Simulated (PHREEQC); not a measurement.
Solution (25 °C): 0.073 mol/kgw H2SO4, 0.19 mol/kgw CaCl2 and 0.00014 mol/kgw H4SiO4. Closed to the air; pH follows from the charge balance.

Equilibrium calculation in PHREEQC: ion-association model, wateq4f.dat.

Each row changes one thing in this solution. This is a speciation only: nothing precipitates in the calculation.

```json
[
 {"case": "as made", "pH": "1.10", "ionic strength (mol/kgw)": "0.609", "Ca+2 (mol/kgw)": "0.160", "HSO4- (mol/kgw)": "0.0295", "CaSO4 (mol/kgw)": "0.0176", "SO4-2 (mol/kgw)": "0.0133", "SI of Quartz (SiO2)": "+0.20", "SI of Gypsum (CaSO4:2H2O)": "+0.58"},
 {"case": "0.098 mol/kgw HCl added", "pH": "0.84", "ionic strength (mol/kgw)": "0.706", "Ca+2 (mol/kgw)": "0.163", "HSO4- (mol/kgw)": "0.0367", "CaSO4 (mol/kgw)": "0.0116", "SO4-2 (mol/kgw)": "0.00941", "SI of Quartz (SiO2)": "+0.21", "SI of Gypsum (CaSO4:2H2O)": "+0.40"},
 {"case": "0.02 mol/kgw Ca(OH)2 added", "pH": "1.27", "ionic strength (mol/kgw)": "0.627", "Ca+2 (mol/kgw)": "0.176", "HSO4- (mol/kgw)": "0.0237", "CaSO4 (mol/kgw)": "0.0226", "SO4-2 (mol/kgw)": "0.0157", "SI of Quartz (SiO2)": "+0.20", "SI of Gypsum (CaSO4:2H2O)": "+0.69"},
 {"case": "temperature from 25 to 30 °C", "pH": "1.11", "ionic strength (mol/kgw)": "0.608", "Ca+2 (mol/kgw)": "0.160", "HSO4- (mol/kgw)": "0.0305", "CaSO4 (mol/kgw)": "0.0171", "SO4-2 (mol/kgw)": "0.0126", "SI of Quartz (SiO2)": "+0.13", "SI of Gypsum (CaSO4:2H2O)": "+0.55"},
 {"case": "diluted 10-fold with water", "pH": "1.97", "ionic strength (mol/kgw)": "0.0665", "Ca+2 (mol/kgw)": "0.0168", "HSO4- (mol/kgw)": "0.00181", "CaSO4 (mol/kgw)": "0.00203", "SO4-2 (mol/kgw)": "0.00331", "SI of Quartz (SiO2)": "-0.87", "SI of Gypsum (CaSO4:2H2O)": "-0.41"},
 {"case": "H4SiO4 replaced by Na2SiF6 at the same molality", "pH": "1.10", "ionic strength (mol/kgw)": "0.609", "Ca+2 (mol/kgw)": "0.160", "HSO4- (mol/kgw)": "0.0295", "CaSO4 (mol/kgw)": "0.0176", "SO4-2 (mol/kgw)": "0.0133", "SI of Quartz (SiO2)": "+0.20", "SI of Gypsum (CaSO4:2H2O)": "+0.58"},
 {"case": "H4SiO4 from 0.00014 to 0.00028 mol/kgw", "pH": "1.10", "ionic strength (mol/kgw)": "0.609", "Ca+2 (mol/kgw)": "0.160", "HSO4- (mol/kgw)": "0.0295", "CaSO4 (mol/kgw)": "0.0176", "SO4-2 (mol/kgw)": "0.0133", "SI of Quartz (SiO2)": "+0.50", "SI of Gypsum (CaSO4:2H2O)": "+0.58"}
]
```

The ionic strength passes 0.7 mol/kgw, the rough limit of the ion-association models, in 0.098 mol/kgw HCl added. Species that the database lacks are ignored. Some of these states are supersaturated (in Gypsum, Quartz (slow to form), for instance). SiF6-2 is the database's only silicon fluoride.
